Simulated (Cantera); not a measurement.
Cantera run:

```python
import numpy as np
import cantera as ct

gas_names = """
    AL ALCL ALCL2 ALCL3 ALH AL2 AL2CL6 CL CL2 H HCL H2
""".split()
cond_names = """
    AL(cr) AL(L) ALCL3(s) ALCL3(L)
""".split()


# ... load() reads the species with a 1 bar reference pressure and builds the phases ...
atoms = {
    'AlCl3': {'AL': 1, 'CL': 3},
    'HCl': {'H': 1, 'CL': 1},
    'H2': {'H': 2},
}
top_T = {}  # K; cautious upper limits of use, not melting points


# ... equilibrate(T, P, feed) seeds the gas with the atoms and calls Mixture.equilibrate('TP', solver="vcs", rtol=1e-11, max_steps=5000) ...
results = []
feed = {'AlCl3': 1, 'HCl': 2.2, 'H2': 1.5}  # mol
P = 2200  # Pa
for T in [950, 1000, 1050, 1100, 1150, 1200, 1250, 1300, 1350, 1400, 1450, 1500, 1550, 1600]:
    mix = equilibrate(T, P, feed)
    results.append((T, P, feed, dict(zip(mix.species_names, mix.species_moles))))

top = {s: max(r[3][s] / sum(r[3][g] for g in gas_names) for r in results) for s in gas_names}
cols = sorted((s for s in top if top[s] > 0.0001), key=lambda s: -top[s])[:6]
seen = [c for c in cond_names if any(r[3].get(c, 0) > 1e-12 for r in results)]
print("log10 of partial pressures in bar; condensed amounts in mol")
print(f"{'T/K':>10s}" + "".join(f"{s[:9]:>10s}" for s in cols + seen))
for T, P, feed, n in results:
    ng = sum(n[g] for g in gas_names)
    print(f"{T:10.4g}" + "".join(f"{np.log10(max(n[s] / ng * P / 1e5, 1e-99)):10.3f}" for s in cols)
          + "".join(f"{n.get(c, 0):10.4g}" for c in seen))
```

Result:

```
log10 of partial pressures in bar; condensed amounts in mol
       T/K       HCL        H2     ALCL3     ALCL2      ALCL        CL
       950    -1.987    -2.153    -2.330    -8.219   -11.771   -10.186
      1000    -1.987    -2.154    -2.330    -7.651   -10.835    -9.586
      1050    -1.987    -2.154    -2.330    -7.138    -9.989    -9.041
      1100    -1.987    -2.154    -2.330    -6.673    -9.222    -8.546
      1150    -1.987    -2.154    -2.330    -6.249    -8.522    -8.093
      1200    -1.987    -2.154    -2.330    -5.861    -7.882    -7.677
      1250    -1.987    -2.154    -2.330    -5.505    -7.295    -7.294
      1300    -1.987    -2.154    -2.330    -5.177    -6.753    -6.940
      1350    -1.987    -2.154    -2.331    -4.874    -6.254    -6.612
      1400    -1.986    -2.155    -2.332    -4.595    -5.792    -6.306
      1450    -1.986    -2.156    -2.335    -4.338    -5.365    -6.021
      1500    -1.984    -2.158    -2.339    -4.101    -4.971    -5.753
      1550    -1.982    -2.161    -2.346    -3.884    -4.610    -5.501
      1600    -1.978    -2.166    -2.358    -3.689    -4.283    -5.261
```

Method: chemical equilibrium by Gibbs-energy minimisation in Cantera with the NASA 1993 tables (ideal gas, pure condensed phases). The tables' values for AlCl2 are old estimates; treat these amounts as uncertain.
